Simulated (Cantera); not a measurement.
Feed: 1 mol SiH₄, 14 mol N₂, equilibrated at 5.40 Pa.

Method: chemical equilibrium by Gibbs-energy minimisation in Cantera with the NASA 1993 tables (ideal gas, pure condensed phases). Candidate condensed phases: Si, Si₃N₄; 18 gas species. N₂ is the only nitrogen source here; it is nearly inert below about 1500 K, so the nitride shown seldom forms there in practice. The tables' values for SiN are old estimates; treat these amounts as uncertain. Rates play no part.

x: gas mole fraction; n: condensed amount in mol.

```csv
T (°C),x N₂,x H₂,x H,x Si,x Si₂,n Si₃N₄(s),n Si(s),n Si(l)
650,0.870,0.130,1.20e-8,<1e-12,<1e-12,0.333,0,0
750,0.870,0.130,2.03e-7,<1e-12,<1e-12,0.333,0,0
850,0.870,0.130,2.09e-6,1.56e-12,<1e-12,0.333,0,0
950,0.870,0.130,1.48e-5,6.81e-10,<1e-12,0.333,0,0
1050,0.870,0.130,7.79e-5,1.18e-7,___,0.333,0,0
1150,0.869,0.130,0.000326,9.80e-6,___,0.333,0,0
1250,0.874,0.124,0.00111,0.000334,___,0,0.994,0
1350,0.871,0.123,0.00330,0.00290,___,0,0.952,0
1450,0.855,0.118,0.00852,0.0182,___,0,0,0.692
1550,0.816,0.107,0.0193,0.0570,___,0,0,0
1650,0.807,0.0955,0.0396,0.0572,___,0,0,0
1750,0.794,0.0774,0.0719,0.0565,___,0,0,0
1850,0.777,0.0541,0.114,0.0553,___,0,0,0
```

### Question
Some entries are withheld; supply them.

### Answer

- 1050, x Si₂: 2.57e-12
- 1150, x Si₂: 2.43e-9
- 1250, x Si₂: 5.02e-7
- 1350, x Si₂: 8.32e-6
- 1450, x Si₂: 8.63e-5
- 1550, x Si₂: 0.000257
- 1650, x Si₂: 8.90e-5
- 1750, x Si₂: 3.31e-5
- 1850, x Si₂: 1.33e-5
